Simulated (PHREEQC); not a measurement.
Solution (20 °C): 0.02 mol HCl, 0.061 mol CuSO4 and 0.00083 mol MgSO4 per kg of water. Closed to the air; pH follows from the charge balance.

Equilibrium calculation in PHREEQC: ion-association model, wateq4f.dat.

| quantity | before | after |
|---|---|---|
| ionic strength (mol/kgw) | 0.152 | 0.0828 |
| Cu+2 (mol/kgw) | 0.0370 | 0.0197 |
| SO4-2 (mol/kgw) | 0.0287 | 0.0164 |
| CuSO4 (mol/kgw) | 0.0235 | 0.0106 |
| HSO4- (mol/kgw) | 0.00936 | 0.00376 |
| SI of Chalcanthite (CuSO4:5H2O) | -1.26 | -1.61 |
| SI of Epsomite (MgSO4:7H2O) | -3.60 | -3.96 |

Q: What was changed between the two runs?
(A) temperature from 20 to 45 °C
(B) diluted 5-fold with water
(C) diluted 2-fold with water
(D) MgSO4 from 0.00083 to 0.0083 mol/kgw
(E) MgSO4 from 0.00083 to 0.00125 mol/kgw

A: C, diluted 2-fold with water

No solid was allowed to form.
